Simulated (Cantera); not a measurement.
A Cantera script and what it prints.

```python
import numpy as np
import cantera as ct

gas_names = """
    Hg N NO NO2 NO3 N2 N2O O O2 O3
""".split()
cond_names = """
    Hg(cr) Hg(L) HgO(s)
""".split()


# ... load() reads the species with a 1 bar reference pressure and builds the phases ...
atoms = {
    'HgO': {'Hg': 1, 'O': 1},
    'O2': {'O': 2},
    'N2': {'N': 2},
}
top_T = {}  # K; cautious upper limits of use, not melting points


# ... equilibrate(T, P, feed) seeds the gas with the atoms and calls Mixture.equilibrate('TP', solver="vcs", rtol=1e-11, max_steps=5000) ...
results = []
feed = {'HgO': 1, 'O2': 0.44, 'N2': 0.96}  # mol
T = 1500  # K
P = 900000  # Pa
mix = equilibrate(T, P, feed)
results.append((T, P, feed, dict(zip(mix.species_names, mix.species_moles))))
print(gas.report(threshold=1e-05))
for i in range(1, mix.n_phases):
    print(f"{mix.phase(i).name:16s} {mix.phase_moles(i):12.5e} mol")
```

Output:

```
       temperature   1500 K
          pressure   9e+05 Pa
           density   6.4093 kg/m^3
  mean mol. weight   88.816 kg/kmol
   phase of matter   gas

                          1 kg             1 kmol
                     ---------------   ---------------
          enthalpy        6.2738e+05        5.5722e+07  J
   internal energy        4.8696e+05         4.325e+07  J
           entropy            2550.8        2.2655e+05  J/K
    Gibbs function       -3.1989e+06       -2.8411e+08  J
 heat capacity c_p            343.51             30509  J/K
 heat capacity c_v             249.9             22195  J/K

                      mass frac. Y      mole frac. X     chem. pot. / RT
                     ---------------   ---------------   ---------------
                Hg           0.77881           0.34483           -17.026
                NO        0.00033238        0.00098382           -25.818
               NO2        1.0202e-05        1.9695e-05           -39.175
                N2           0.10426           0.33054           -24.922
                O2           0.11659           0.32363           -26.714
     [   +5 minor]        1.9765e-07        8.8809e-07

Hg(L)             0.00000e+00 mol
```

Cantera equilibrium calculation (NASA polynomials, part measured and part estimated; ideal gas, pure solids and liquids).
